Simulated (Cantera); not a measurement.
A perfectly stirred reactor is fed with C2H6 : H2 = 1 : 3.7 (molar parts), at 0.000260 bar; it is held at 1550 K, and followed from long to short residence time.

Model: GRI-Mech 3.0 (53 species, 325 reactions), integrated in Cantera. GRI-Mech 3.0 stops at C3 and has no aromatics, soot or wall deposition, so with more carbon than oxygen in the feed, carbon stays in small species such as C2H2 where larger ones or solid carbon would form. Radical loss at walls, strong at low pressure, is not modelled.

Task: Predict: x(C2H6) at τ = 15.0 s; x(H2) at τ = 15.0 s; x(CH2) at τ = 15.0 s; x(C2H4) at τ = 15.0 s; x(H) at τ = 15.0 s; x(C2H6) at τ = 74.0 ms; x(H2) at τ = 74.0 ms; x(CH2) at τ = 74.0 ms; x(C2H4) at τ = 74.0 ms; x(H) at τ = 74.0 ms.

Result: 
- x(C2H6) at τ = 15.0 s: 0.000275
- x(H2) at τ = 15.0 s: 0.800
- x(CH2) at τ = 15.0 s: 2.19e-6
- x(C2H4) at τ = 15.0 s: 0.00195
- x(H) at τ = 15.0 s: 0.00154
- x(C2H6) at τ = 74.0 ms: 0.0345
- x(H2) at τ = 74.0 ms: 0.713
- x(CH2) at τ = 74.0 ms: 1.14e-5
- x(C2H4) at τ = 74.0 ms: 0.0412
- x(H) at τ = 74.0 ms: 0.00234
